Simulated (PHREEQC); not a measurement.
A solution holds 0.003 mol/kgw HF, 0.0039 mol/kgw KF, 0.0001 mol/kgw H2SiF6 and 0.22 mol/kgw H2SO4, at 25 °C. Closed to the air; pH follows from the charge balance.

Equilibrium calculation in PHREEQC: ion-association model, wateq4f.dat.

This is a speciation only: nothing precipitates in the calculation.

Q: Predict the pH, activity of water, ionic strength.

A: pH 0.72; activity of water 0.992; ionic strength 0.276 mol/kgw.

Q: In which forms is S present?

A: HSO4- 87 %, SO4-2 13 % of the S.

SiF6-2 is the database's only silicon fluoride.
